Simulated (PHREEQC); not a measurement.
Dissolve 0.063 mol/kgw CuSO4 and 0.081 mol/kgw NiCl2 at 34 °C. Closed to the air; pH follows from the charge balance.

The numbers come from PHREEQC with the ion-association model, wateq4f.dat.

Precipitation was switched off in this run.

Question: Order these Cu species by the share of Cu that they hold, largest first: CuCl2, Cu+2, CuCl+, CuSO4, Cu2(OH)2+2.

Answer: Cu+2 (65 %), CuSO4 (24 %), CuCl+ (11 %), CuCl2 (0.39 %), Cu2(OH)2+2 (0.12 %)

Question: Order these S species by the share of S that they hold, largest first: NiSO4, CuSO4, SO4-2.

Answer: SO4-2 (44 %), NiSO4 (32 %), CuSO4 (24 %)

The pH is 4.46 and the ionic strength 0.326 mol/kgw. Examples of supersaturated solids here: Atacamite. Others may be too.
